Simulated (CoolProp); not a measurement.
Oxygen along the isobar 2.43 MPa: fugacity coefficient from the reference equation and from simpler models built on Tc = -118.6 °C, pc = 5.046 MPa, ω = 0.022; each cubic takes its own stable root.

The numbers come from the reference Helmholtz-energy equation of state, Schmidt 1985 in CoolProp. Above 300 K oxygen's equation is extrapolated.

```csv
T (°C),phase,reference
-153.85,liquid,0.3654
-119.55,gas,0.8395
-102.45,gas,0.8835
-85.35,gas,0.9134
-68.25,gas,0.9345
-51.05,gas,0.9501
-33.95,gas,0.9617
-16.85,gas,0.9706
0.25,gas,0.9774
17.35,gas,0.9829
34.55,gas,0.9872
51.65,gas,0.9907
68.75,gas,0.9935
85.85,gas,0.9958
102.95,gas,0.9977
```

Task: How far does each simpler model (van der Waals, Redlich-Kwong, Soave-Redlich-Kwong, Peng-Robinson) lie from the reference over these 15 states: mean and median of the absolute difference, and the worst?

Result: 
- van der Waals: mean 4.5 %, median 0.7 %, worst +57.1 % at -153.85 °C and 2.43 MPa
- Redlich-Kwong: mean 0.4 %, median 0.3 %, worst -1.9 % at -153.85 °C and 2.43 MPa
- Soave-Redlich-Kwong: mean 0.2 %, median 0.2 %, worst +1.1 % at -153.85 °C and 2.43 MPa
- Peng-Robinson: mean 1.0 %, median 0.8 %, worst -2.1 % at -119.55 °C and 2.43 MPa
